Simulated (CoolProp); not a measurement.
Vapour pressure (MPa) of carbon dioxide: the reference equation beside estimates from Tc = 304.1 K, pc = 7.377 MPa, ω = 0.224. Clausius-Clapeyron is anchored at 240.2 K with a constant enthalpy of vaporisation of 13.61 kJ/mol.

Computed with CoolProp (reference Helmholtz-energy equation of state, Span 1996).

```tsv
T (K)	reference	Lee-Kesler	Clausius-Clapeyron	van der Waals	Redlich-Kwong	Soave-Redlich-Kwong	Peng-Robinson
235.4	1.090	1.090	1.124	2.423	1.428	1.093	1.081
240.2	1.291	1.290	1.291	2.664	1.655	1.295	1.280
245.1	1.524	1.521	1.480	2.926	1.911	1.530	1.511
250	1.785	1.781	1.687	3.203	2.194	1.794	1.771
254.9	2.078	2.072	1.913	3.496	2.504	2.090	2.063
259.8	2.405	2.396	2.159	3.805	2.842	2.421	2.391
264.7	2.767	2.757	2.427	4.130	3.210	2.789	2.755
269.6	3.169	3.156	2.715	4.473	3.609	3.195	3.159
274.5	3.611	3.596	3.026	4.832	4.039	3.643	3.605
279.4	4.098	4.082	3.360	5.208	4.503	4.136	4.097
284.3	4.632	4.617	3.717	5.602	5.000	4.674	4.636
289.2	5.217	5.204	4.098	6.013	5.532	5.261	5.227
```

Absolute difference from the reference over all 12 rows, mean and median: Lee-Kesler 0.3 and 0.3 %, Clausius-Clapeyron 11.0 and 11.3 %, van der Waals 59.5 and 53.7 %, Redlich-Kwong 17.6 and 17.1 %, Soave-Redlich-Kwong 0.7 and 0.7 %, Peng-Robinson 0.5 and 0.5 %.
